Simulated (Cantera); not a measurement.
# Diamond growth

A diamond (100) surface in a fixed gas of H2 with x(CH4) = 0.0023, x(CH3) = 0.0001, at 1125 K, 71.3 Torr; coverages are run to steady state.

Detailed kinetics in Cantera: the Harris–Goodwin 1993 mechanism for the reconstructed diamond (100) surface.

```tsv
x(H)	growth (µm/h)	θ c6HH	θ c6H*	θ c6*H	θ c6**	θ c6HM
0.0001	0.354	0.593	0.0239	0.358	0.00514	0.0112
0.00021	0.796	0.542	0.0268	0.401	0.00903	0.0129
0.00044	1.59	0.513	0.0284	0.424	0.0131	0.0132
0.00092	2.82	0.498	0.0292	0.437	0.0165	0.0117
0.0019	4.31	0.492	0.0298	0.445	0.0187	0.00895
0.004	5.77	0.491	0.0301	0.450	0.0200	0.00580
0.0085	6.89	0.490	0.0305	0.453	0.0208	0.00329
0.018	7.57	0.491	0.0308	0.455	0.0212	0.00171
0.037	7.95	0.491	0.0312	0.455	0.0215	0.000876
```
θ: site fractions in the mechanism's names (c6HH fully hydrogenated, c6H* and c6*H radical sites, c6** diradical, c6HM methylated).
